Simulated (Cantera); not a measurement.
Cantera run:

```python
import numpy as np
import cantera as ct

gas_names = """
    C CO CO2 C2 C2O C3 C3O2 C4 C5 Ca CaO Ca2 O O2 O3
""".split()
cond_names = """
    C(gr) Ca(a) Ca(b) Ca(L) CaCO3(caL) CaO(s) CaO(L)
""".split()


def load(file, names, dense=False):
    # The tables refer to 1 bar. Condensed volumes are neglected.
    table = {s.name: s for s in ct.Species.list_from_file(file)}
    out = []
    for n in names:
        d = dict(table[n].input_data)
        d["thermo"] = dict(d["thermo"], **{"reference-pressure": 1e5})
        if dense:
            d["equation-of-state"] = {"model": "constant-volume", "density": "1e6 g/cm^3"}
        out.append(ct.Species.from_dict(d))
    return out


gas = ct.Solution(thermo="ideal-gas", species=load("nasa_gas.yaml", gas_names))
cond = {s.name: ct.Solution(thermo="fixed-stoichiometry", species=[s], name=s.name)
        for s in load("nasa_condensed.yaml", cond_names, dense=True)}
atoms = {
    'CaCO3': {'Ca': 1, 'C': 1, 'O': 3},
    'CO2': {'C': 1, 'O': 2},
    'O2': {'O': 2},
    'C': {'C': 1},
}
top_T = {'C(gr)': 4500}  # K; cautious upper limits of use, not melting points


def equilibrate(T, P, feed):
    n = {}
    for name, mol in feed.items():
        for a, k in atoms[name].items():
            n[a] = n.get(a, 0.0) + k * mol
    gas.TPX = T, P, n
    mass = sum(n.values()) * gas.mean_molecular_weight
    gas.equilibrate("TP")
    valid = [c for c in cond.values() if c.min_temp <= T <= top_T.get(c.name, c.max_temp)]
    mix = ct.Mixture([(gas, mass / gas.mean_molecular_weight)] + [(c, 0.0) for c in valid])
    mix.T, mix.P = T, P
    mix.equilibrate("TP", solver="vcs", rtol=1e-11, max_steps=5000)
    return mix


results = []
feed = {'CaCO3': 1, 'CO2': 0.44, 'O2': 0.32, 'C': 1.1}  # mol
T = 2248  # K
P = 2900  # Pa
mix = equilibrate(T, P, feed)
results.append((T, P, feed, dict(zip(mix.species_names, mix.species_moles))))
x = sorted(zip(gas.X, gas.species_names), reverse=True)
print(f"T = {T:g} K  P = {P:g} Pa  gas = {mix.phase_moles(0):.4g} mol")
print("   x: " + "  ".join(f"{s} {v:.3e}" for v, s in x if v > 0.0001))
print("   condensed (mol): " + ("  ".join(f"{mix.phase(i).name} {mix.phase_moles(i):.4g}"
      for i in range(1, mix.n_phases) if mix.phase_moles(i) > 1e-12) or "none"))
```

Result:

```
T = 2248 K  P = 2900 Pa  gas = 2.544 mol
   x: CO 6.156e-01  CO2 3.827e-01  O2 9.232e-04  O 6.503e-04
   condensed (mol): CaO(s) 0.9999
```

Equilibrium computed with Cantera from the NASA thermochemical tables; the gas is ideal and each condensed phase is pure.
